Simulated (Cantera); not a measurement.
Feed: 1 mol Si, 0.037 mol N2O, 180 mol H2, at 1280 Torr.

Cantera equilibrium calculation (NASA polynomials, part measured and part estimated; ideal gas, pure solids and liquids). Candidate condensed phases: H2O, Si, SiO2, Si2N2O, Si3N4; 35 gas species. Mutual solubility and eutectic melting of coexisting phases are not modelled. Gases not in the tables: Si2H6 and higher silanes. Rates play no part.

Question: Which condensed phases are stable at each of these points (T (K)): 1473, 1523, 1573, 1623, 1673, 1723, 1773?

Answer: 
```tsv
T (K)	condensed phases	Si condensed (%)
1473	Si(s) + Si2N2O(s)	99.9
1523	Si(s) + Si2N2O(s)	99.8
1573	Si(s) + Si2N2O(s)	99.6
1623	Si(s) + Si2N2O(s)	99.0
1673	Si(s) + Si2N2O(s)	97.7
1723	Si(l)	95.9
1773	Si(l)	95.8
```

From 1473 K to 1673 K the condensed part is Si(s) + Si2N2O(s). From 1723 K to 1773 K the condensed part is Si(l).
